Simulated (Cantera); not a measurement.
## Stirred combustor or abatement burner

A perfectly stirred reactor is fed with 5.67 % CH4, 0.250 % CO, 19.8 % O2, 74.3 % N2, equivalence ratio 0.58, at 2100 Torr; it is adiabatic with a 648 K inlet, and is followed from long to short residence time, starting on the burning branch (τ in s: 0.44, 0.17, 0.066, 0.025, 0.0099, 0.0038, 0.0015, 0.00058, 0.00023, 8.7e-05, 3.4e-05, 1.3e-05, 5.1e-06).

Detailed kinetics in Cantera: GRI-Mech 3.0 (53 species, 325 reactions).

```json
[
 {"τ (s)": "0.44", "T (K)": "1909", "x CH4": "1.14e-6", "x CO": "9.83e-5", "x O2": "0.0830", "x CH2O": "1.25e-7", "x CH2": "3.61e-9", "x O": "6.15e-5", "x C2H2": "2.73e-11"},
 {"τ (s)": "0.17", "T (K)": "1908", "x CH4": "2.74e-6", "x CO": "0.000134", "x O2": "0.0831", "x CH2O": "3.03e-7", "x CH2": "9.22e-9", "x O": "7.02e-5", "x C2H2": "1.42e-10"},
 {"τ (s)": "0.066", "T (K)": "1907", "x CH4": "6.08e-6", "x CO": "0.000214", "x O2": "0.0831", "x CH2O": "6.89e-7", "x CH2": "2.30e-8", "x O": "9.03e-5", "x C2H2": "5.75e-10"},
 {"τ (s)": "0.025", "T (K)": "1904", "x CH4": "1.26e-5", "x CO": "0.000385", "x O2": "0.0832", "x CH2O": "1.49e-6", "x CH2": "5.71e-8", "x O": "0.000135", "x C2H2": "1.75e-9"},
 {"τ (s)": "0.0099", "T (K)": "1899", "x CH4": "2.40e-5", "x CO": "0.000703", "x O2": "0.0832", "x CH2O": "2.96e-6", "x CH2": "1.31e-7", "x O": "0.000220", "x C2H2": "3.90e-9"},
 {"τ (s)": "0.0038", "T (K)": "1890", "x CH4": "4.51e-5", "x CO": "0.00133", "x O2": "0.0834", "x CH2O": "5.85e-6", "x CH2": "2.93e-7", "x O": "0.000383", "x C2H2": "7.47e-9"},
 {"τ (s)": "0.0015", "T (K)": "1875", "x CH4": "8.34e-5", "x CO": "0.00245", "x O2": "0.0838", "x CH2O": "1.12e-5", "x CH2": "6.12e-7", "x O": "0.000657", "x C2H2": "1.28e-8"},
 {"τ (s)": "0.00058", "T (K)": "1848", "x CH4": "0.000161", "x CO": "0.00456", "x O2": "0.0848", "x CH2O": "2.20e-5", "x CH2": "1.23e-6", "x O": "0.00110", "x C2H2": "2.21e-8"},
 {"τ (s)": "0.00023", "T (K)": "1803", "x CH4": "0.000330", "x CO": "0.00836", "x O2": "0.0868", "x CH2O": "4.37e-5", "x CH2": "2.34e-6", "x O": "0.00166", "x C2H2": "4.28e-8"},
 {"τ (s)": "8.7e-5", "T (K)": "1717", "x CH4": "0.000907", "x CO": "0.0165", "x O2": "0.0923", "x CH2O": "0.000107", "x CH2": "4.67e-6", "x O": "0.00194", "x C2H2": "1.46e-7"},
 {"τ (s)": "3.4e-5", "T (K)": "648", "x CH4": "0.0567", "x CO": "0.00250", "x O2": "0.198", "x CH2O": "<1e-12", "x CH2": "<1e-12", "x O": "<1e-12", "x C2H2": "<1e-12"},
 {"τ (s)": "1.3e-5", "T (K)": "648", "x CH4": "0.0567", "x CO": "0.00250", "x O2": "0.198", "x CH2O": "<1e-12", "x CH2": "<1e-12", "x O": "<1e-12", "x C2H2": "<1e-12"},
 {"τ (s)": "5.1e-6", "T (K)": "648", "x CH4": "0.0567", "x CO": "0.00250", "x O2": "0.198", "x CH2O": "<1e-12", "x CH2": "<1e-12", "x O": "<1e-12", "x C2H2": "<1e-12"}
]
```
x: mole fraction; the columns are a selection and need not sum to one.
